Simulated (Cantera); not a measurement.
A diamond (100) surface in a fixed gas of H2 with x(CH4) = 0.02, x(CH3) = 0.00026, at 1173 K, 0.0290 bar; coverages are run to steady state.

Computed with Cantera and the Harris–Goodwin 1993 mechanism for the reconstructed diamond (100) surface.

θ: site fractions in the mechanism's names (c6HH fully hydrogenated, c6H* and c6*H radical sites, c6** diradical, c6HM methylated).

| x(H) | growth (µm/h) | θ c6HH | θ c6H* | θ c6*H | θ c6** | θ c6HM |
|---|---|---|---|---|---|---|
| 0.0001 | 0.0997 | 0.605 | 0.0263 | 0.355 | 0.00471 | 0.00273 |
| 0.00022 | … | … | 0.0307 | 0.415 | … | … |
| 0.00049 | 0.452 | 0.494 | 0.0332 | 0.448 | 0.0152 | 0.00407 |
| 0.0011 | 0.817 | 0.472 | 0.0344 | 0.464 | 0.0203 | 0.00438 |
| 0.0024 | 1.41 | 0.462 | 0.0349 | 0.472 | 0.0237 | 0.00430 |
| 0.0052 | … | 0.457 | 0.0352 | 0.475 | 0.0256 | … |
| 0.011 | 3.60 | 0.456 | 0.0354 | 0.478 | 0.0265 | 0.00295 |
| 0.025 | 5.07 | 0.455 | 0.0356 | 0.479 | 0.0271 | 0.00191 |
| 0.056 | 6.23 | 0.455 | 0.0359 | 0.480 | 0.0274 | 0.00106 |

Problem. What belongs in the gaps?

Solution. 
- 0.00022, growth (µm/h): 0.230
- 0.00022, θ c6HH: 0.535
- 0.00022, θ c6**: 0.00941
- 0.00022, θ c6HM: 0.00347
- 0.0052, growth (µm/h): 2.35
- 0.0052, θ c6HM: 0.00379
